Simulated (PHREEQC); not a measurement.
A solution holds 2.9 mmol/kgw NaH2PO4, 11 mmol/kgw K2HPO4 and 0.017 mmol/kgw H4SiO4, at 20 °C. Closed to the air; pH follows from the charge balance.

Computed with PHREEQC (ion-association model, phreeqc.dat).

Question: The ionic strength comes out as 0.0354 mol/kgw. What activity coefficients do HPO4-2, NaHPO4-, K+, H2PO4-, Na+ get?

Answer: HPO4-2 0.51, NaHPO4- 0.85, K+ 0.84, H2PO4- 0.85, Na+ 0.85.

Precipitation was switched off in this run.
